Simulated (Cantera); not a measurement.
## Thermodynamics of iron carbonyl, mercury and lead vapours, feed PbO + O2 + N2

Input: 1 mol PbO, 1.4 mol O2, 15 mol N2, at 977 °C.

Method: chemical equilibrium by Gibbs-energy minimisation in Cantera with the NASA 1993 tables (ideal gas, pure condensed phases). Candidate condensed phases: Pb, PbO, PbO2, Pb3O4; 12 gas species. Gases not in the tables: (PbO)n polymers. Rates play no part.

| P (Pa) | x N2 | x O2 | x PbO | x Pb | x NO | x NO2 | x O | x N2O | n PbO(l) |
|---|---|---|---|---|---|---|---|---|---|
| 10 | 0.857 | 0.0852 | 0.0467 | 0.0104 | 0.000187 | 1.61e-8 | 2.02e-6 | 1.33e-10 | 0 |
| 52 | 0.860 | 0.0828 | 0.0521 | 0.00519 | 0.000185 | 3.57e-8 | 8.73e-7 | 3.00e-10 | 0 |
| 270 | 0.861 | 0.0815 | 0.0550 | 0.00242 | 0.000184 | 8.01e-8 | 3.80e-7 | 6.80e-10 | 0 |
| 1400 | 0.902 | 0.0842 | 0.0131 | 0.000248 | 0.000191 | 1.93e-7 | 1.70e-7 | 1.65e-9 | 0.779 |
| 7200 | 0.912 | 0.0851 | 0.00254 | 2.12e-5 | 0.000193 | 4.44e-7 | 7.52e-8 | 3.80e-9 | 0.958 |
| 37000 | 0.914 | 0.0852 | 0.000494 | 1.82e-6 | 0.000194 | 1.01e-6 | 3.32e-8 | 8.64e-9 | 0.992 |
| 190000 | 0.914 | 0.0853 | 9.62e-5 | 1.56e-7 | 0.000194 | 2.29e-6 | 1.47e-8 | 1.96e-8 | 0.998 |
| 1000000 | 0.915 | 0.0853 | 1.83e-5 | 1.29e-8 | 0.000194 | 5.25e-6 | 6.39e-9 | 4.50e-8 | 1.000 |
x: gas mole fraction; n: condensed amount in mol.

From 10.0 Pa to 270 Pa nothing is condensed. From 1400 Pa to 1000000 Pa the condensed part is PbO(l).
